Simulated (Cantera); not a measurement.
# Silicon etching in halogen gases: Si + HCl

A closed system holds: 1 mol Si, 5.2 mol HCl, at 1.33 mbar.

Equilibrium computed with Cantera from the NASA thermochemical tables; the gas is ideal and each condensed phase is pure. Candidate condensed phases: Si; 19 gas species. The tables' values for SiCl3 are old estimates; treat these amounts as uncertain. Rates play no part.

```tsv
T (°C)	log p H2	log p HCl	log p SiCl4	log p SiHCl3	log p SiCl3
177	-3.20	-3.42	-3.50	-9.91	<-14
227	-3.20	-3.42	-3.50	-9.07	-14.84
277	-3.20	-3.42	-3.50	-8.40	-13.15
327	-3.20	-3.42	-3.50	-7.84	-11.74
377	-3.20	-3.42	-3.50	-7.37	-10.55
427	-3.20	-3.42	-3.50	-6.97	-9.53
477	-3.20	-3.42	-3.50	-6.62	-8.65
527	-3.20	-3.42	-3.50	-6.32	-7.88
577	-3.20	-3.42	-3.50	-6.06	-7.21
627	-3.20	-3.42	-3.50	-5.83	-6.61
677	-3.20	-3.42	-3.50	-5.63	-6.08
727	-3.20	-3.41	-3.51	-5.45	-5.61
```
log p: log10 of the partial pressure in bar; nothing condenses.

From 177 °C to 727 °C nothing is condensed. The main Si-bearing gas is SiCl4 throughout.
